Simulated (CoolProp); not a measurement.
Vapour-liquid equilibrium of R152A (1) + isobutane (2) at 19.3 bar; x and y are mole fractions of (1).

Computed with CoolProp (multi-fluid Helmholtz-energy mixture model, Outcalt 1996 and Bücker 2006; pair parameters Bell 2016).

| x | bubble temperature, mixture model (K) | bubble temperature, Raoult's law (K) | y, mixture model | y, Raoult's law |
|---|---|---|---|---|
| 0.05 | 366.3 | 369.6 | 0.104 | 0.085 |
| 0.15 | 358.0 | 365.9 | 0.271 | 0.237 |
| 0.25 | 352.1 | 362.6 | 0.394 | 0.369 |
| 0.35 | 347.9 | 359.5 | 0.487 | 0.485 |
| 0.45 | 345.0 | 356.7 | 0.563 | 0.588 |
| 0.55 | 343.1 | 354.1 | 0.629 | 0.681 |
| 0.65 | 341.8 | 351.6 | 0.691 | 0.764 |
| 0.75 | 341.3 | 349.3 | 0.757 | 0.839 |
| 0.85 | 341.5 | 347.2 | 0.834 | 0.908 |
| 0.95 | 342.9 | 345.2 | 0.935 | 0.971 |

The largest gap from Raoult's law is -11.7 K in bubble temperature, at x = 0.45. y crosses x between x = 0.75 and 0.85: the model has an azeotrope there.

Pair parameters are fitted to limited data, so mixtures are less certain than the pure fluids.
